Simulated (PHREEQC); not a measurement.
Dissolve 115 mmol/kgw HF, 9 mmol/kgw NH4F, 125 mmol/kgw H2SiF6 and 0.95 mmol/kgw H3PO4 at 20 °C. Closed to the air; pH follows from the charge balance.

Model: ion-association model, phreeqc.dat, run in PHREEQC.

No solid was allowed to form.

### Question
Predict the pH.

### Answer
pH 0.73.

### Question
In which forms is F present?

### Answer
SiF6-2 86 %, HF 14 % of the F.

Species that the database lacks are ignored. SiF6-2 is the database's only silicon fluoride.
